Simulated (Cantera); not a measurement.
## Ignition delay

Mixture: CH4 : O2 : N2 : C2H6 = 1 : 3.23 : 12.9 : 0.064 (molar parts), equivalence ratio 0.69, at 10.0 bar, adiabatic and at constant pressure. Ignition delay is the time to a rise of 400 K.

Cantera simulation using GRI-Mech 3.0 (53 species, 325 reactions); the numbers are that mechanism's predictions, not measurements.

```csv
T0 (K),delay (ms)
1050,11.6
1150,2.63
1250,0.810
1350,0.291
1450,0.114
1550,0.0479
1650,0.0218
1750,0.0109
1850,0.00601
```

```yaml
apparent activation energy between 1650 and 1850 K: 160 kJ/mol
```
